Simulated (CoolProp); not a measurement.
CH3F (R41) at 317.2 K and 12 MPa is throttled through a valve to 4.75 MPa with no heat exchange. Each further row changes one setting.

Model: reference Helmholtz-energy equation of state, Lemmon 2006, in CoolProp. It is a short technical equation, of lower accuracy than the large ones.

| case | temperature change (K) | final phase | final density (kg/m³) |
|---|---|---|---|
| as stated | ___ | ___ | 505 |
| outlet pressure 1.43 MPa | ___ | two-phase, vapour fraction 0.379 | ___ |
| outlet pressure 6.17 MPa | ___ | liquid | 529 |

Q: Some entries are withheld; supply them.

A: 
- as stated, temperature change (K): -9.6
- as stated, final phase: two-phase, vapour fraction 0.006
- outlet pressure 1.43 MPa, temperature change (K): -56.6
- outlet pressure 1.43 MPa, final density (kg/m³): 71.5
- outlet pressure 6.17 MPa, temperature change (K): -6.7
